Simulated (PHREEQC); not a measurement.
A solution holds 0.72 mol NaBr and 0.12 mol MgSO4 per kg of water, at 25 °C. Closed to the air; pH follows from the charge balance.

Equilibrium calculation in PHREEQC: Pitzer model, pitzer.dat.

```
quantity                          before    after
-------------------------------  -------  -------
MgOH+ (mol/kgw)                  4.08e-7  6.71e-7
HSO4- (mol/kgw)                  2.40e-7  3.00e-7
SI of Mirabilite (Na2SO4:10H2O)    -1.63    -1.07
SI of Epsomite (MgSO4:7H2O)        -1.91    -2.08
```

Problem. What was changed between the two runs?
(A) diluted 2-fold with water
(B) NaBr from 0.72 to 1.08 mol/kgw
(C) diluted 5-fold with water
(D) NaBr from 0.72 to 3.6 mol/kgw
(E) MgSO4 from 0.12 to 0.18 mol/kgw

Solution. D, NaBr from 0.72 to 3.6 mol/kgw

No solid was allowed to form.
